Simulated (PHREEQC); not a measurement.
Leach liquor

Consider water at 20 °C with 0.066 mol/kgw H2SO4, 0.034 mol/kgw FeSO4 and 0.0006 mol/kgw MnSO4. Closed to the air; pH follows from the charge balance.

Computed with PHREEQC (ion-association model, phreeqc.dat).

Each row changes one thing in this solution. This is a speciation only: nothing precipitates in the calculation.

| case | pH | ionic strength (mol/kgw) | HSO4- (mol/kgw) | SO4-2 (mol/kgw) | FeHSO4+ (mol/kgw) | FeOH+ (mol/kgw) | SI of Melanterite (FeSO4:7H2O) |
|---|---|---|---|---|---|---|---|
| as made | 1.25 | 0.162 | 0.0578 | 0.0282 | 0.00478 | 3.51e-11 | -1.95 |
| 0.011 mol/kgw (CH3)4NF added | 1.30 | 0.167 | 0.0552 | 0.0306 | 0.00448 | 3.90e-11 | -1.93 |
| MnSO4 from 0.0006 to 6e-05 mol/kgw | 1.25 | 0.161 | 0.0577 | 0.0280 | 0.00478 | 3.51e-11 | -1.95 |
| temperature from 20 to 40 °C | 1.29 | 0.148 | 0.0637 | 0.0216 | 0.00504 | 1.57e-10 | -2.31 |
| temperature from 20 to 70 °C | 1.36 | 0.131 | 0.0721 | 0.0133 | 0.00561 | 1.16e-9 | -2.78 |
| H2SO4 from 0.066 to 0.033 mol/kgw | 1.55 | 0.126 | 0.0285 | 0.0254 | 0.00266 | 7.64e-11 | -1.90 |
| MnSO4 left out | 1.25 | 0.161 | 0.0577 | 0.0279 | 0.00478 | 3.51e-11 | -1.95 |
| temperature from 20 to 45 °C | 1.30 | 0.144 | 0.0651 | 0.0201 | 0.00513 | 2.24e-10 | -2.39 |

Species that the database lacks are ignored. (CH3)4N+ isn't in the database: it is added as a free cation with an ion size of 4 Å. Constants without temperature data keep their 25 °C values here. Fluoro complexes past AlF4- and FeF3 are missing from the database.
